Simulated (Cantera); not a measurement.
## Counterflow diffusion flame

A counterflow diffusion flame at 0.470 bar, nozzles 20 mm apart: fuel side 49.0 % CO, 49.0 % H₂, 2.01 % CH₄ at 425 K, oxidiser side 18.0 % O₂, 82.0 % N₂ at 723 K, fuel mass flux 0.78 times the oxidiser's; mixture-averaged transport, no radiation.

Model: GRI-Mech 3.0 (53 species, 325 reactions), integrated in Cantera. GRI-Mech 3.0 has no aromatics or soot, which form on the fuel side of real flames. The maximum strain rate includes the flame's own expansion and is several times the mean.

| oxidiser flux (kg/m²/s) | max strain (1/s) | mean strain (1/s) | T max (K) | peak x OH | peak x H | peak x NO | peak x CO | peak x C₂H₂ |
|---|---|---|---|---|---|---|---|---|
| 0.28 | 410 | 117 | 1990 | 0.0123 | 0.0185 | 4.94e-5 | 0.524 | 0.000683 |
| 0.36 | 515 | 150 | 1954 | 0.0121 | 0.0198 | 4.23e-5 | 0.524 | 0.000675 |
| 0.46 | 645 | 192 | 1925 | 0.0119 | 0.0212 | 3.74e-5 | 0.523 | 0.000681 |
| 0.58 | 799 | 242 | 1895 | 0.0117 | 0.0225 | 3.31e-5 | 0.522 | 0.000686 |
| 0.74 | 1000 | 309 | 1862 | 0.0113 | 0.0238 | 2.88e-5 | 0.522 | 0.000690 |
| 0.94 | 1250 | 393 | 1827 | 0.0108 | 0.0251 | 2.49e-5 | 0.521 | 0.000692 |
| 1.2 | 1570 | 501 | 1792 | 0.0103 | 0.0263 | 2.11e-5 | 0.521 | 0.000684 |
| 1.5 | 1940 | 626 | 1759 | 0.00983 | 0.0274 | 1.80e-5 | 0.521 | 0.000664 |
| 1.9 | 2420 | 793 | 1727 | 0.00937 | 0.0285 | 1.51e-5 | 0.520 | 0.000627 |
| 2.5 | 3140 | 1040 | 1688 | 0.00876 | 0.0296 | 1.21e-5 | 0.520 | 0.000547 |
x: mole fraction; the columns are a selection and need not sum to one.
